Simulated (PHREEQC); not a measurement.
Make-up at 11 °C: 0.0013 mol/kgw H3BO3 and 0.0017 mol/kgw NaOH. Closed to the air; pH follows from the charge balance.

Computed with PHREEQC (ion-association model, phreeqc.dat).

```json
[
 {"quantity": "pH", "before": "11.10", "after": "10.09"},
 {"quantity": "ionic strength (mol/kgw)", "before": "0.00170", "after": "0.00170"},
 {"quantity": "H3BO3 (mol/kgw)", "before": "2.21e-5", "after": "0.000291"}
]
```

Problem. Name the change that produced these shifts.
A. H3BO3 from 0.0013 to 0.00065 mol/kgw
B. NaOH replaced by Na2CO3 at the same molality
C. NaOH left out
D. H3BO3 from 0.0013 to 0.00195 mol/kgw
E. NaOH from 0.0017 to 0.00085 mol/kgw

Solution. D, H3BO3 from 0.0013 to 0.00195 mol/kgw

Precipitation was switched off in this run. At this temperature some constants are extrapolated from 25 °C, and those without enthalpy data are left unchanged.
